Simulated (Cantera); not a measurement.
# Premixed flame

A freely propagating, adiabatic, planar premixed flame of CH3OH : O2 : N2 = 1 : 1 : 3.76 (molar parts), unburnt at 650 K and 1.00 bar; mixture-averaged transport, grid criteria slope 0.08 and curve 0.16, no radiation.

Cantera simulation using GRI-Mech 3.0 (53 species, 325 reactions); the numbers are that mechanism's predictions, not measurements. GRI-Mech 3.0 was tuned for natural gas; its chemistry of methanol as a main component is partial and can be far from experiment. Burning velocities carry a grid error of a few per cent, more on coarse grids.

```tsv
z (mm)	T (K)	u (m/s)	x CH3OH	x O2	x H2	x C2H6	x C2H4	x C2H2
-0.651	650	1.73	0.173	0.173	0.00571	<1e-8	<1e-8	<1e-8
-0.434	654	1.75	0.171	0.171	0.0142	<1e-8	<1e-8	<1e-8
-0.325	667	1.80	0.169	0.168	0.0235	<1e-8	3.24e-8	2.38e-8
-0.217	738	2.04	0.160	0.159	0.0396	5.20e-8	2.51e-7	1.78e-7
-0.108	1063	3.08	0.120	0.127	0.0639	4.90e-7	1.98e-6	1.36e-6
-0.0542	1402	4.24	0.0680	0.0913	0.0775	1.26e-6	4.74e-6	3.24e-6
0	1751	5.53	0.0131	0.0544	0.0848	1.87e-6	8.83e-6	6.69e-6
0.0542	1893	6.06	0.000395	0.0312	0.0754	3.99e-7	4.32e-6	7.17e-6
0.108	1934	6.18	3.21e-6	0.0166	0.0653	1.41e-8	5.29e-7	3.00e-6
0.217	1973	6.27	<1e-8	0.00551	0.0598	<1e-8	<1e-8	1.94e-7
0.434	2013	6.36	<1e-8	0.00236	0.0616	<1e-8	<1e-8	<1e-8
0.868	2058	6.48	<1e-8	0.00154	0.0629	<1e-8	<1e-8	<1e-8
1.74	2107	6.61	<1e-8	0.000918	0.0631	<1e-8	<1e-8	<1e-8
```
x: mole fraction of selected species; z is measured from the peak of heat release.

- laminar burning velocity = 172 cm/s
- thermal thickness = 0.217 mm
- peak x(H2) = 0.0849
- peak x(C2H6) = 1.93e-6
- peak x(C2H4) = 8.94e-6
- peak x(C2H2) = 7.93e-6
